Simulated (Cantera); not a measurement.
Input: 1 mol SiC, 0.33 mol C, 0.31 mol H₂, held at 0.00260 bar.

Method: chemical equilibrium by Gibbs-energy minimisation in Cantera with the NASA 1993 tables (ideal gas, pure condensed phases). Candidate condensed phases: C, C₆H₆, C₇H₈, C₈H₁₈, Si, SiC; 87 gas species. Gases not in the tables: Si₂H₆ and higher silanes. Rates play no part.

Question: At 2150 K, list the 4 most abundant gas species with their mole fractions, and the condensed phases.

Answer: H₂ 0.910, H 0.0789, Si 0.00793, C₂H₂ (acetylene) 0.00176. Condensed: C(graphite) + SiC(s).
